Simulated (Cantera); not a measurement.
A closed system holds: 1 mol Cu, 0.99 mol NH3, 2.8 mol CO, 0.0047 mol O2, held at 925 °C and 610 Pa.

These are equilibrium values from Cantera (NASA tables, ideal gas, pure condensed phases), not measurements of a reactor. Candidate condensed phases: C, C6H6, C7H8, C8H18, Cu, CuO, Cu(OH)2, Cu2O, H2O; 139 gas species. Equilibrium is a limit: real reactors are often held back by kinetics, nucleation or transport.

Base state: CO 0.585, H2 0.310, N2 0.104, CO2 0.00114, H2O 0.000826 (mole fractions); condensed: Cu(s).

**Question.** What changes in the equilibrium state with this change: pressure from 610 Pa to 29000 Pa?

**Answer.** 
```
species            before     after
----------------  -------  --------
CO                  0.585     0.584
H2                  0.310     0.309
N2                  0.104     0.104
CO2               0.00114   0.00192
CH4               3.32e-7  0.000443
HCN               4.64e-7   1.31e-5
Cu(s), mol          1.000      1.00
C(graphite), mol        0   0.00417
```

**Question.** What changes in the equilibrium state with this change: temperature from 925 °C to 1502 °C?

**Answer.** 
```json
[
 {"species": "CO", "before": "0.585", "after": "0.546"},
 {"species": "H2", "before": "0.310", "after": "0.288"},
 {"species": "N2", "before": "0.104", "after": "0.0966"},
 {"species": "Cu", "before": "1.91e-6", "after": "0.0662"},
 {"species": "Cu2", "before": "<1e-9", "after": "0.000114"},
 {"species": "H", "before": "1.36e-6", "after": "0.00199"},
 {"species": "CO2", "before": "0.00114", "after": "0.000619"},
 {"species": "Cu(s), mol", "before": "1.000", "after": "0"},
 {"species": "Cu(l), mol", "before": "0", "after": "0.660"}
]
```
